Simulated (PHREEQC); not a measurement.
Solution (25 °C): 0.013 mol KH2PO4, 0.00044 mol Na2SO4 and 0.00089 mol NaCl per kg of water. Closed to the air; pH follows from the charge balance.

Model: ion-association model, phreeqc.dat, run in PHREEQC.

Each row changes one thing in this solution. Precipitation was switched off in this run.

| case | pH | ionic strength (mol/kgw) | SO4-2 (mol/kgw) | HPO4-2 (mol/kgw) | H3PO4 (mol/kgw) | KSO4- (mol/kgw) |
|---|---|---|---|---|---|---|
| as made | 4.69 | 0.0152 | 0.000414 | 5.65e-5 | 3.43e-5 | 2.31e-5 |
| Na2SO4 from 0.00044 to 8.8e-05 mol/kgw | 4.69 | 0.0142 | 8.29e-5 | 5.61e-5 | 3.43e-5 | 4.70e-6 |
| KH2PO4 from 0.013 to 0.13 mol/kgw | 4.45 | 0.133 | 0.000338 | 0.000506 | 0.000505 | 0.000101 |
| 0.00021 mol/kgw KF added | 4.71 | 0.0155 | 0.000414 | 5.92e-5 | 3.28e-5 | 2.34e-5 |
| NaCl left out | 4.69 | 0.0143 | 0.000415 | 5.63e-5 | 3.42e-5 | 2.34e-5 |
| Na2SO4 replaced by K2SO4 at the same molality | 4.69 | 0.0152 | 0.000414 | 5.65e-5 | 3.43e-5 | 2.46e-5 |
